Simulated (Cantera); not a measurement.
A Cantera script and its output.

```python
import numpy as np
import cantera as ct

gas = ct.Solution("gri30.yaml", transport_model="mixture-averaged")
show = ['CH4', 'C2H2', 'CH3']

rows = []
print(f"{'T/K':>7s}{'rho':>11s}{'cp':>10s}{'mu':>11s}{'lambda':>11s}{'Pr':>7s}" + "".join(f"{'D_' + s:>11s}" for s in show))
for T in [400, 600, 800, 1000, 1200, 1400]:
    gas.TPX = T, 13332, {'N2': 0.27, 'C2H4': 0.7}
    Pr = gas.cp_mass * gas.viscosity / gas.thermal_conductivity
    D = [gas.mix_diff_coeffs_mole[gas.species_index(s)] for s in show]
    rows.append([gas.density, gas.cp_mass, gas.viscosity, gas.thermal_conductivity, Pr, *D])
    print(f"{T:7g}{gas.density:11.4e}{gas.cp_mass:10.1f}{gas.viscosity:11.4e}"
          f"{gas.thermal_conductivity:11.4e}{Pr:7.3f}" + "".join(f"{d:11.4e}" for d in D))
print("SI units: kg/m3, J/kg/K, Pa s, W/m/K, m2/s")
```

It prints:

```
    T/K        rho        cp         mu     lambda     Pr      D_CH4     D_C2H2      D_CH3
    400 1.1241e-01    1645.7 1.5308e-05 3.3402e-02  0.754 2.3575e-04 1.7508e-04 2.3666e-04
    600 7.4943e-02    2124.1 2.1475e-05 5.8292e-02  0.783 4.8614e-04 3.6627e-04 4.8832e-04
    800 5.6207e-02    2470.8 2.6785e-05 8.3200e-02  0.795 8.0078e-04 6.0798e-04 8.0462e-04
   1000 4.4966e-02    2746.7 3.1517e-05 1.0711e-01  0.808 1.1723e-03 8.9410e-04 1.1782e-03
   1200 3.7472e-02    2951.4 3.5833e-05 1.2982e-01  0.815 1.5959e-03 1.2206e-03 1.6041e-03
   1400 3.2119e-02    3111.6 3.9837e-05 1.5131e-01  0.819 2.0681e-03 1.5846e-03 2.0788e-03
SI units: kg/m3, J/kg/K, Pa s, W/m/K, m2/s
```

Computed with Cantera and GRI-Mech 3.0 (53 species, 325 reactions). The composition is frozen, though it would react at the higher temperatures.
